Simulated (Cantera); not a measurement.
Charge: 1 mol Si, 0.43 mol O2, 1.4 mol N2, held at 1875 K and 0.133 bar.

Method: chemical equilibrium by Gibbs-energy minimisation in Cantera with the NASA 1993 tables (ideal gas, pure condensed phases). Candidate condensed phases: Si, SiO2, Si2N2O, Si3N4; 16 gas species. Mutual solubility and eutectic melting of coexisting phases are not modelled. The tables hold silica as quartz up to 1696 K and as liquid above; real silica turns to tridymite and cristobalite and melts near 1996 K. Kinetics and transport are ignored.

Base state: N2 0.902, SiO 0.0975 (mole fractions); condensed: SiO2(condensed) + Si2N2O(s).

Q: What changes in the equilibrium state with this change: O2 from 0.43 to 2.2 mol?

A: 
```json
[
 {"species": "N2", "before": "0.902", "after": "0.535"},
 {"species": "O2", "before": "<1e-9", "after": "0.458"},
 {"species": "NO", "before": "2.45e-9", "after": "0.00646"},
 {"species": "SiO", "before": "0.0975", "after": "2.85e-8"},
 {"species": "O", "before": "<1e-9", "after": "0.000446"},
 {"species": "SiO2(condensed), mol", "before": "0.202", "after": "1.000"},
 {"species": "Si2N2O(s), mol", "before": "0.342", "after": "0"}
]
```
